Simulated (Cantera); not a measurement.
A Cantera script and what it prints.

```python
import numpy as np
import cantera as ct

gas_names = """
    Ca CaCL CaCL2 CaO CaOH CaO2H2 Ca2 CL CLO CL2 H HCL HNO HNO2 HNO3 HOCL HO2 H2 H2O H2O2 N NH NH2 NH3
    NH2OH NO NO2 NO3 N2 N2H2 N2H4 N2O O OH O2 O3
""".split()
cond_names = """
    Ca(a) Ca(b) Ca(L) CaCL2(s) CaCL2(L) CaO(s) CaO(L) CaO2H2(s) H2O(s) H2O(L) NH4CL(a) NH4CL(b)
""".split()


# ... load() reads the species with a 1 bar reference pressure and builds the phases ...
atoms = {
    'CaCl2': {'Ca': 1, 'CL': 2},
    'H2O': {'H': 2, 'O': 1},
    'N2': {'N': 2},
}
top_T = {}  # K; cautious upper limits of use, not melting points


# ... equilibrate(T, P, feed) seeds the gas with the atoms and calls Mixture.equilibrate('TP', solver="vcs", rtol=1e-11, max_steps=5000) ...
results = []
feed = {'CaCl2': 1, 'H2O': 0.32, 'N2': 3.4}  # mol
P = 650  # Pa
for T in [1400, 1425, 1450, 1475, 1500, 1525, 1550, 1575, 1600, 1625, 1650]:
    mix = equilibrate(T, P, feed)
    results.append((T, P, feed, dict(zip(mix.species_names, mix.species_moles))))
    x = sorted(zip(gas.X, gas.species_names), reverse=True)
    print(f"T = {T:g} K  P = {P:g} Pa  gas = {mix.phase_moles(0):.4g} mol")
    print("   x: " + "  ".join(f"{s} {v:.3e}" for v, s in x if v > 0.0001))
    print("   condensed (mol): " + ("  ".join(f"{mix.phase(i).name} {mix.phase_moles(i):.4g}"
          for i in range(1, mix.n_phases) if mix.phase_moles(i) > 1e-12) or "none"))
```

Output:

```
T = 1400 K  P = 650 Pa  gas = 4.156 mol
   x: N2 8.181e-01  HCL 1.032e-01  CaCL2 5.289e-02  H2O 2.519e-02  CL 3.720e-04  H2 1.901e-04
   condensed (mol): CaCL2(L) 0.5649  CaO(s) 0.2153
T = 1425 K  P = 650 Pa  gas = 4.291 mol
   x: N2 7.923e-01  HCL 1.071e-01  CaCL2 7.914e-02  H2O 2.080e-02  CL 4.765e-04  H2 2.423e-04
   condensed (mol): CaCL2(L) 0.4297  CaO(s) 0.2307
T = 1450 K  P = 650 Pa  gas = 4.49 mol
   x: N2 7.572e-01  CaCL2 1.166e-01  HCL 1.087e-01  H2O 1.663e-02  CL 5.971e-04  H2 3.024e-04
   condensed (mol): CaCL2(L) 0.2311  CaO(s) 0.2453
T = 1475 K  P = 650 Pa  gas = 4.722 mol
   x: N2 7.201e-01  CaCL2 1.577e-01  HCL 1.075e-01  H2O 1.367e-02  CL 7.297e-04  H2 3.684e-04
   condensed (mol): CaO(s) 0.2554
T = 1500 K  P = 650 Pa  gas = 4.722 mol
   x: N2 7.200e-01  CaCL2 1.587e-01  HCL 1.052e-01  H2O 1.473e-02  CL 8.787e-04  H2 4.438e-04
   condensed (mol): CaO(s) 0.2504
T = 1525 K  P = 650 Pa  gas = 4.723 mol
   x: N2 7.200e-01  CaCL2 1.598e-01  HCL 1.029e-01  H2O 1.578e-02  CL 1.051e-03  H2 5.311e-04
   condensed (mol): CaO(s) 0.2454
T = 1550 K  P = 650 Pa  gas = 4.723 mol
   x: N2 7.199e-01  CaCL2 1.608e-01  HCL 1.006e-01  H2O 1.681e-02  CL 1.248e-03  H2 6.316e-04
   condensed (mol): CaO(s) 0.2405
T = 1575 K  P = 650 Pa  gas = 4.724 mol
   x: N2 7.198e-01  CaCL2 1.618e-01  HCL 9.831e-02  H2O 1.783e-02  CL 1.474e-03  H2 7.466e-04
   condensed (mol): CaO(s) 0.2357
T = 1600 K  P = 650 Pa  gas = 4.724 mol
   x: N2 7.197e-01  CaCL2 1.628e-01  HCL 9.604e-02  H2O 1.882e-02  CL 1.729e-03  H2 8.775e-04
   condensed (mol): CaO(s) 0.2309
T = 1625 K  P = 650 Pa  gas = 4.725 mol
   x: N2 7.196e-01  CaCL2 1.637e-01  HCL 9.378e-02  H2O 1.978e-02  CL 2.018e-03  H2 1.026e-03
   condensed (mol): CaO(s) 0.2263
T = 1650 K  P = 650 Pa  gas = 4.726 mol
   x: N2 7.195e-01  CaCL2 1.647e-01  HCL 9.155e-02  H2O 2.071e-02  CL 2.342e-03  H2 1.193e-03
   condensed (mol): CaO(s) 0.2218
```

Cantera equilibrium calculation (NASA polynomials, part measured and part estimated; ideal gas, pure solids and liquids). Mutual solubility and eutectic melting of coexisting phases are not modelled. Condensed phases not in the tables: oxide chlorides.
